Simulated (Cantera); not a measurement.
# Stirred combustor or abatement burner

A perfectly stirred reactor is fed with 5.08 % CH4, 1.02 % H2, 19.8 % O2, 74.1 % N2, at 101000 Pa; it is adiabatic with a 425 K inlet, and is followed from long to short residence time, starting on the burning branch (τ in s: 0.093, 0.038, 0.016, 0.0065, 0.0027, 0.0011, 0.00045, 0.00018, 7.6e-05, 3.1e-05).

Computed with Cantera and GRI-Mech 3.0 (53 species, 325 reactions).

```json
[
 {"τ (s)": "0.093", "T (K)": "1660", "x CH4": "1.50e-5", "x H2": "7.81e-5", "x O2": "0.0913", "x C2H6": "5.96e-10", "x CH2O": "1.41e-6", "x CO2": "0.0507", "x H": "1.18e-5"},
 {"τ (s)": "0.038", "T (K)": "1655", "x CH4": "2.64e-5", "x H2": "0.000140", "x O2": "0.0913", "x C2H6": "1.23e-9", "x CH2O": "2.63e-6", "x CO2": "0.0504", "x H": "2.79e-5"},
 {"τ (s)": "0.016", "T (K)": "1648", "x CH4": "4.58e-5", "x H2": "0.000245", "x O2": "0.0915", "x C2H6": "2.39e-9", "x CH2O": "4.79e-6", "x CO2": "0.0500", "x H": "6.35e-5"},
 {"τ (s)": "0.0065", "T (K)": "1636", "x CH4": "8.21e-5", "x H2": "0.000434", "x O2": "0.0918", "x C2H6": "4.79e-9", "x CH2O": "8.88e-6", "x CO2": "0.0491", "x H": "0.000146"},
 {"τ (s)": "0.0027", "T (K)": "1616", "x CH4": "0.000149", "x H2": "0.000745", "x O2": "0.0924", "x C2H6": "1.01e-8", "x CH2O": "1.62e-5", "x CO2": "0.0475", "x H": "0.000316"},
 {"τ (s)": "0.0011", "T (K)": "1580", "x CH4": "0.000295", "x H2": "0.00126", "x O2": "0.0939", "x C2H6": "2.68e-8", "x CH2O": "3.10e-5", "x CO2": "0.0445", "x H": "0.000637"},
 {"τ (s)": "0.00045", "T (K)": "1516", "x CH4": "0.000709", "x H2": "0.00215", "x O2": "0.0976", "x C2H6": "1.28e-7", "x CH2O": "6.65e-5", "x CO2": "0.0383", "x H": "0.00106"},
 {"τ (s)": "0.00018", "T (K)": "425", "x CH4": "0.0508", "x H2": "0.0102", "x O2": "0.198", "x C2H6": "<1e-12", "x CH2O": "<1e-12", "x CO2": "<1e-12", "x H": "<1e-12"},
 {"τ (s)": "7.6e-5", "T (K)": "425", "x CH4": "0.0508", "x H2": "0.0102", "x O2": "0.198", "x C2H6": "<1e-12", "x CH2O": "<1e-12", "x CO2": "<1e-12", "x H": "<1e-12"},
 {"τ (s)": "3.1e-5", "T (K)": "425", "x CH4": "0.0508", "x H2": "0.0102", "x O2": "0.198", "x C2H6": "<1e-12", "x CH2O": "<1e-12", "x CO2": "<1e-12", "x H": "<1e-12"}
]
```
x: mole fraction; the columns are a selection and need not sum to one.
